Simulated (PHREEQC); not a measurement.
**Brine with silver or lead bath: speciation**

Solution A (0.0022 mol HCl and 0.1 mol KCl per kg of water) is mixed with solution B (0.006 mol/kgw AgF and 0.0083 mol/kgw HF) at 25 °C; shares are by mass of water, 1 kg in all. O2 is buffered at 0.21 atm. No CO2 enters from the air. The run lets Cerargyrite, Ag2O precipitate or redissolve, and no other solid.

The series has 11 steps of share of solution B, from 0 to 1.

Computed with PHREEQC (ion-association model, wateq4f.dat).

**Question.** Which solids form, in which order, and at which step of the series does each first stand?

**Answer.** Cerargyrite from share of solution B = 0.1 (pH 2.80), last present at share of solution B = 0.9.

Complexes and solids missing from the database can't appear.
